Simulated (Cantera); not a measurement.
Feed: 1 mol Si, 9.2 mol Cl2, 0.52 mol N2, 7 mol NF3, equilibrated at 1025 K and 7.35 Torr.

Equilibrium computed with Cantera from the NASA thermochemical tables; the gas is ideal and each condensed phase is pure. Candidate condensed phases: Si, Si3N4; 24 gas species. Rates play no part.

Base state: ClF 0.737, N2 0.176, SiF4 0.0438, Cl2 0.0341, F 0.00772, Cl 0.00104, F2 3.74e-5 (mole fractions); condensed: gas only.

Question: What changes in the equilibrium state with this change: temperature from 1025 K to 1600 K?

Answer: 
```json
[
 {"species": "F", "before": "0.00772", "after": "0.353"},
 {"species": "Cl", "before": "0.00104", "after": "0.274"},
 {"species": "ClF", "before": "0.737", "after": "0.161"},
 {"species": "Cl2", "before": "0.0341", "after": "0.0608"},
 {"species": "SiF4", "before": "0.0438", "after": "0.0302"},
 {"species": "N2", "before": "0.176", "after": "0.122"},
 {"species": "F2", "before": "3.74e-5", "after": "7.09e-5"}
]
```

Question: What changes in the equilibrium state with this change: temperature from 1025 K to 1575 K?

Answer: 
```tsv
species	before	after
F	0.00772	0.338
Cl	0.00104	0.248
ClF	0.737	0.191
Cl2	0.0341	0.0672
SiF4	0.0438	0.0311
N2	0.176	0.125
F2	3.74e-5	7.96e-5
```
